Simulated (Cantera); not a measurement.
Hydrogen reduction and annealing atmospheres: FeS2 + H2 + N2

Input: 1 mol FeS2, 2600 mol H2, 31 mol N2, at 750 Torr.

Cantera equilibrium calculation (NASA polynomials, part measured and part estimated; ideal gas, pure solids and liquids). Candidate condensed phases: Fe, FeS, FeS2, S; 16 gas species. FeS: taken at fixed stoichiometry. Kinetics and transport are ignored.

```tsv
T (°C)	log p H2	log p N2	log p H	log p H2S	log p Fe	log p NH3	n FeS(s)	n Fe(α)	n Fe(γ)	n Fe(δ)	n Fe(l)
602	-0.01	-1.93	-10.30	-3.42	<-12	-3.80	1.00	0	0	0	0
702	-0.01	-1.93	-8.94	-3.12	<-12	-4.13	0	1.00	0	0	0
802	-0.01	-1.93	-7.84	-3.12	<-12	-4.41	0	1.00	0	0	0
902	-0.01	-1.93	-6.91	-3.12	-10.68	-4.64	0	1.00	0	0	0
1002	-0.01	-1.93	-6.14	-3.12	-9.28	-4.83	0	0	1.000	0	0
1102	-0.01	-1.93	-5.47	-3.12	-8.09	-5.00	0	0	1.000	0	0
1202	-0.01	-1.93	-4.89	-3.12	-7.06	-5.15	0	0	1.000	0	0
1302	-0.01	-1.93	-4.38	-3.12	-6.17	-5.27	0	0	0.998	0	0
1402	-0.01	-1.93	-3.94	-3.13	-5.38	-5.39	0	0	0	0.989	0
1502	-0.01	-1.93	-3.54	-3.13	-4.69	-5.48	0	0	0	0.946	0
1602	-0.01	-1.93	-3.19	-3.15	-4.09	-5.57	0	0	0	0	0.786
1702	-0.01	-1.93	-2.87	-3.17	-3.56	-5.65	0	0	0	0	0.277
1802	-0.01	-1.93	-2.58	-3.20	-3.42	-5.72	0	0	0	0	0
1902	-0.01	-1.93	-2.32	-3.24	-3.42	-5.79	0	0	0	0	0
```
log p: log10 of the partial pressure in bar; n: condensed amount in mol.

At 602 °C the condensed part is FeS(s). From 702 °C to 902 °C the condensed part is Fe(α). From 1002 °C to 1302 °C the condensed part is Fe(γ). From 1402 °C to 1502 °C the condensed part is Fe(δ). From 1602 °C to 1702 °C the condensed part is Fe(l). From 1802 °C to 1902 °C nothing is condensed.
